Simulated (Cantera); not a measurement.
Charge: 1 mol SiF4, 1.2 mol NO, equilibrated at 602 °C and 1330 Pa.

Cantera equilibrium calculation (NASA polynomials, part measured and part estimated; ideal gas, pure solids and liquids). Candidate condensed phases: Si, SiO2, Si2N2O, Si3N4; 28 gas species. Equilibrium is a limit: real reactors are often held back by kinetics, nucleation or transport.

Base state: SiF4 0.455, N2 0.273, O2 0.273 (mole fractions); condensed: gas only.

### Question
What changes in the equilibrium state with this change: 0.05 mol HCl added?

### Answer
```
species              before     after
-------------------  ------  --------
SiF4                  0.455     0.441
N2                    0.273     0.267
O2                    0.273     0.263
HF                        0    0.0159
Cl2                       0   0.00814
HCl                       0   0.00590
H2O                       0  0.000236
Cl                        0   3.60e-5
SiO2(β-quartz), mol       0   0.00892
```
Further candidate phases: H2O, NH4Cl.
